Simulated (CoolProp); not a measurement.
The fluid at 560.18 K and 0.247 MPa is throttled through a valve to 0.128 MPa with no heat exchange. The same conditions are run with several fluids, on thermodynamics alone (safety and materials aside).

The numbers come from the reference Helmholtz-energy equation of state of each fluid (isobutane: Bücker 2006; hexamethyldisiloxane (MM): Thol 2016; benzene: Thol 2012; carbon dioxide: Span 1996; sulfur hexafluoride: Guder 2009) in CoolProp.

```
fluid                      temperature change (K)  final density (kg/m³)
-------------------------  ----------------------  ---------------------
isobutane                              (withheld)             (withheld)
hexamethyldisiloxane (MM)                    -0.8             (withheld)
benzene                                (withheld)             (withheld)
carbon dioxide                               -0.3             (withheld)
sulfur hexafluoride                          -0.2                   4.02
```

Task: Some entries are withheld; supply them.

Result: 
- isobutane, temperature change (K): -0.4
- isobutane, final density (kg/m³): 1.60
- hexamethyldisiloxane (MM), final density (kg/m³): 4.55
- benzene, temperature change (K): -0.9
- benzene, final density (kg/m³): 2.17
- carbon dioxide, final density (kg/m³): 1.21
